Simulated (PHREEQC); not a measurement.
NaOH is added in steps, without added water, to 1 kg of water holding 0.0037 mol/kgw HCl, 0.00015 mol/kgw ZnSO4 and 0.19 mol/kgw KCl, at 25 °C. Oxygen alone is held at its pressure in air (log pO2 = -0.68). No CO2 enters from the air. The run lets Zn(OH)2-e, Zn4(OH)6SO4, Zn5(OH)8Cl2, Halite, Mirabilite, Goslarite precipitate or redissolve, and no other solid.

Base run: PHREEQC, ion-association model, wateq4f.dat. Each further column changes one thing. The table gives Zn+2 (mol/kgw).

```csv
NaOH added (mol),base,metal-ligand complexes left out,Davies equation for every ion,database phreeqc.dat,Debye-Hückel limiting law
0,0.000126,0.000150,0.000126,0.000127,0.000140
0.0007417,0.000126,0.000150,0.000126,0.000127,0.000140
0.001483,0.000126,0.000150,0.000126,0.000127,0.000140
0.002225,0.000126,0.000150,0.000126,0.000127,0.000140
0.002967,0.000126,0.000150,0.000126,0.000127,0.000140
0.003708,0.000119,0.000144,0.000120,0.000121,0.000134
0.00445,9.45e-10,9.45e-10,8.99e-10,1.06e-9,3.51e-9
0.005192,1.35e-10,1.35e-10,1.28e-10,1.52e-10,5.04e-10
0.005933,5.14e-11,5.14e-11,4.88e-11,5.77e-11,1.93e-10
0.006675,2.69e-11,2.69e-11,2.55e-11,3.02e-11,1.01e-10
0.007417,1.65e-11,1.65e-11,1.57e-11,1.86e-11,6.24e-11
0.008158,1.12e-11,1.12e-11,1.06e-11,1.26e-11,4.24e-11
0.0089,8.07e-12,8.07e-12,7.64e-12,9.07e-12,3.07e-11
```

 phreeqc.dat and wateq4f.dat share most of their constants, so their agreement is no independent check. Solids allowed in the column 'database phreeqc.dat': Halite, Sylvite, Zn(OH)2(e).
